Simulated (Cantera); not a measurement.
Input (Python, Cantera):

```python
import numpy as np
import cantera as ct

gas = ct.Solution("gri30.yaml")


def delay(T, t_max=10):
    gas.TPX = T, 500000, {'CH4': 1, 'C2H6': 0.25, 'C3H8': 1, 'O2': 9.05, 'N2': 34}
    reactor = ct.IdealGasConstPressureReactor(gas, clone=False)
    net = ct.ReactorNet([reactor])
    net.rtol, net.atol = 1e-8, 1e-16
    while net.time < t_max:
        t_old, T_old = net.time, reactor.T
        net.step()
        if reactor.T > T + 400:  # ignition: a rise of 400 K
            return t_old + (T + 400 - T_old) / (reactor.T - T_old) * (net.time - t_old)
    return np.nan


taus = []
for T in [1300, 1350, 1400, 1450, 1500, 1550, 1600, 1650, 1700, 1750]:
    taus.append(delay(T))
    print(f"T0 = {T:6g} K   tau = {taus[-1]:.4e} s")
```

Result:

```
T0 =   1300 K   tau = 3.3551e-04 s
T0 =   1350 K   tau = 1.6980e-04 s
T0 =   1400 K   tau = 9.1053e-05 s
T0 =   1450 K   tau = 5.1859e-05 s
T0 =   1500 K   tau = 3.1328e-05 s
T0 =   1550 K   tau = 2.0003e-05 s
T0 =   1600 K   tau = 1.3435e-05 s
T0 =   1650 K   tau = 9.4426e-06 s
T0 =   1700 K   tau = 6.9082e-06 s
T0 =   1750 K   tau = 5.2345e-06 s
```

Computed with Cantera and GRI-Mech 3.0 (53 species, 325 reactions). GRI-Mech 3.0 was tuned for natural gas; its chemistry of propane as a main component is partial and can be far from experiment.
